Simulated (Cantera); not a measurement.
A Cantera script and what it prints.

```python
import numpy as np
import cantera as ct

gas_names = """
    Fe FeO O O2 O3 S SO SO2 SO3 S2 S2O S8
""".split()
cond_names = """
    Fe(a) Fe(c) Fe(d) Fe(L) FeO(s) FeO(L) FeS(a) FeS(b) FeS(c) FeS(L) FeSO4(s) FeS2(s) Fe2O3(s)
    Fe2S3O12(s) Fe3O4(s) S(cr1) S(cr2) S(L)
""".split()


# ... load() reads the species with a 1 bar reference pressure and builds the phases ...
atoms = {
    'FeS': {'Fe': 1, 'S': 1},
    'SO2': {'S': 1, 'O': 2},
    'O2': {'O': 2},
}
top_T = {'FeSO4(s)': 950, 'FeS2(s)': 1010, 'Fe2O3(s)': 1830, 'Fe2S3O12(s)': 1100, 'Fe3O4(s)': 1870}  # K; cautious upper limits of use, not melting points


# ... equilibrate(T, P, feed) seeds the gas with the atoms and calls Mixture.equilibrate('TP', solver="vcs", rtol=1e-11, max_steps=5000) ...
results = []
T = 1573  # K
P = 16000  # Pa
for m in [0.44, 0.6, 0.77, 0.94, 1.1, 1.3, 1.4, 1.6, 1.8, 1.9, 2.1, 2.3, 2.4]:
    feed = {'FeS': 1, 'SO2': m, 'O2': 0.49}  # mol
    mix = equilibrate(T, P, feed)
    results.append((T, P, feed, dict(zip(mix.species_names, mix.species_moles))))

top = {s: max(r[3][s] / sum(r[3][g] for g in gas_names) for r in results) for s in gas_names}
cols = sorted((s for s in top if top[s] > 0.0001), key=lambda s: -top[s])[:8]
seen = [c for c in cond_names if any(r[3].get(c, 0) > 1e-12 for r in results)]
print("log10 of partial pressures in bar; condensed amounts in mol")
print(f"{'n(SO2)':>10s}" + "".join(f"{s[:9]:>10s}" for s in cols + seen))
for T, P, feed, n in results:
    ng = sum(n[g] for g in gas_names)
    print(f"{feed['SO2']:10.4g}" + "".join(f"{np.log10(max(n[s] / ng * P / 1e5, 1e-99)):10.3f}" for s in cols)
          + "".join(f"{n.get(c, 0):10.4g}" for c in seen))
```

Output:

```
log10 of partial pressures in bar; condensed amounts in mol
    n(SO2)       SO2        S2        SO       S2O         S    FeO(s)    FeS(L)
      0.44    -0.920    -1.439    -2.690    -2.847    -4.759    0.5905    0.4095
       0.6    -0.920    -1.439    -2.690    -2.847    -4.759    0.6456    0.3544
      0.77    -0.920    -1.439    -2.690    -2.847    -4.759    0.7041    0.2959
      0.94    -0.920    -1.439    -2.690    -2.847    -4.759    0.7626    0.2374
       1.1    -0.920    -1.439    -2.690    -2.847    -4.759    0.8176    0.1824
       1.3    -0.920    -1.439    -2.690    -2.847    -4.759    0.8864    0.1136
       1.4    -0.920    -1.439    -2.690    -2.847    -4.759    0.9209   0.07914
       1.6    -0.920    -1.439    -2.690    -2.847    -4.759    0.9897   0.01032
       1.8    -0.910    -1.473    -2.693    -2.868    -4.776         1         0
       1.9    -0.905    -1.492    -2.695    -2.879    -4.786         1         0
       2.1    -0.896    -1.528    -2.700    -2.902    -4.803         1         0
       2.3    -0.888    -1.561    -2.704    -2.923    -4.820         1         0
       2.4    -0.885    -1.577    -2.706    -2.933    -4.828         1         0
```

Method: chemical equilibrium by Gibbs-energy minimisation in Cantera with the NASA 1993 tables (ideal gas, pure condensed phases). Metal and sulfide melt together well below either melting point, which pure phases cannot show. Mutual solubility and eutectic melting of coexisting phases are not modelled. The tables' stoichiometric FeO is somewhat more stable than real wüstite, so its field is too wide. FeO, FeS: taken at fixed stoichiometry.
